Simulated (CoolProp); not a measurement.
Computed with CoolProp (reference Helmholtz-energy equation of state, Thol 2019).

Problem. For tetradecamethylhexasiloxane (MD4M), give the phase and the density (kg/m³), cv (kJ/(kg K)), Joule-Thomson coefficient (K/MPa), isothermal compressibility (1/MPa) at 331 K and 0.57 bar.

Solution. 
- 331 K and 0.57 bar: liquid; density 855, cv 1.53, Joule-Thomson coefficient -0.409, isothermal compressibility 0.00189
